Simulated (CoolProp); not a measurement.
CH3F (R41) along the isobar 88.2 bar: Z from the reference equation and from simpler models built on Tc = 44.1 °C, pc = 59.06 bar, ω = 0.200; each cubic takes its own stable root.

Computed with CoolProp (reference Helmholtz-energy equation of state, Lemmon 2006). It is a short technical equation, of lower accuracy than the large ones.

| T (°C) | phase | reference |
|---|---|---|
| -12.45 | liquid | 0.1857 |
| 4.05 | liquid | 0.1863 |
| 20.45 | liquid | 0.1906 |
| 36.85 | liquid | 0.2019 |
| 53.25 | supercritical | 0.2356 |
| 69.75 | supercritical | 0.3951 |
| 86.15 | supercritical | 0.5497 |
| 102.55 | supercritical | 0.6413 |
| 118.95 | supercritical | 0.7049 |
| 135.45 | supercritical | 0.7530 |
| 151.85 | supercritical | 0.7904 |

Task: How far does each simpler model (van der Waals, Redlich-Kwong, Soave-Redlich-Kwong) lie from the reference over these 11 states: mean and median of the absolute difference, and the worst?

Result: 
- van der Waals: mean 34.4 %, median 5.6 %, worst +79.8 % at -12.45 °C and 88.2 bar
- Redlich-Kwong: mean 16.4 %, median 8.6 %, worst +35.3 % at 36.85 °C and 88.2 bar
- Soave-Redlich-Kwong: mean 19.7 %, median 19.9 %, worst +37.3 % at 53.25 °C and 88.2 bar
